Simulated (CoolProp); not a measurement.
A simple Rankine cycle with R114: condensing at 314.15 K, boiler at 1.02 MPa, turbine inlet 499 K, turbine efficiency 0.85, pump efficiency 0.8, no recuperator. Each further row changes one setting.

The numbers come from the reference Helmholtz-energy equation of state, Platzer 1990 in CoolProp. This equation is an older, rougher fit; its heat capacities, sound speeds and derivatives of the liquid may be far off and weren't checked against measurements.

| case | thermal efficiency (%) | net work (kJ/kg) | heat in (kJ/kg) | turbine exit temperature (K) | volume ratio over the turbine |
|---|---|---|---|---|---|
| as stated | 7.5 | 20.0 | 267 | 471.0 | 2.87 |
| condensing temperature 306.15 K | 8.9 | 24.3 | 275 | 465.3 | … |
| boiler pressure 0.714 MPa | … | 13.7 | 269 | 480.5 | 2.01 |
| turbine efficiency 0.75 | 6.6 | … | 267 | 473.8 | … |

Problem. Fill in the missing entries.

Solution. 
- condensing temperature 306.15 K, volume ratio over the turbine: 3.60
- boiler pressure 0.714 MPa, thermal efficiency (%): 5.1
- turbine efficiency 0.75, net work (kJ/kg): 17.6
- turbine efficiency 0.75, volume ratio over the turbine: 2.88
